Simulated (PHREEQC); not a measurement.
A column of 1 m (40 cells, dispersivity 0.05 m, 300 s a shift, diffusion coefficient 3e-10 m²/s) holds 0.033 eq of the database's cation exchanger X per kg of pore water, first in equilibrium with 0.00045 mol/kgw LiCl and 1e-05 mol/kgw HCl. It is flushed with 0.079 mol/kgw KCl and 1e-05 mol/kgw HCl, at 25 °C. Values are for the last cell. The system is closed to CO2. No solid was allowed to form.

The series has 31 steps of pore volumes, from 0 to 3.013.

The numbers come from PHREEQC with the ion-association model, phreeqc.dat.

Task: After how many pore volumes does K at the outlet first reach half of its feed value?

Result: By 1.4 pore volumes.
